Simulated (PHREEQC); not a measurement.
Make-up at 25 °C: 76 mmol/kgw NaBr, 24 mmol/kgw K2SO4 and 1.7 mmol/kgw H4SiO4. Closed to the air; pH follows from the charge balance.

Computed with PHREEQC (ion-association model, wateq4f.dat).

### Question
The ionic strength comes out as 0.139 mol/kgw. What activity coefficients do Na+, SO4-2, KSO4-, NaSO4-, K+ get?

### Answer
Na+ 0.76, SO4-2 0.33, KSO4- 0.77, NaSO4- 0.77, K+ 0.74.

This is a speciation only: nothing precipitates in the calculation. Examples of supersaturated solids here: Quartz (slow to form), Chalcedony (slow to form). Others may be too.
